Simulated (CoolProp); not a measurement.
The numbers come from the reference Helmholtz-energy equation of state, Thol 2016 in CoolProp.

### Question
Give the vapour pressure (MPa), vapour density (kg/m³), surface tension (mN/m) of saturated hexamethyldisiloxane (MM) at 403.8, 410, 422.6 K.

### Answer
| T (K) | p (MPa) | vapour density (kg/m³) | surface tension (mN/m) |
|---|---|---|---|
| 403.8 | 0.225 | 12.2 | 6.73 |
| 410 | 0.261 | 14.2 | 6.27 |
| 422.6 | 0.346 | 18.9 | 5.36 |

Surface tension comes from a separate correlation (Mulero 2014), older than this fluid's equation and unchecked against measurements.
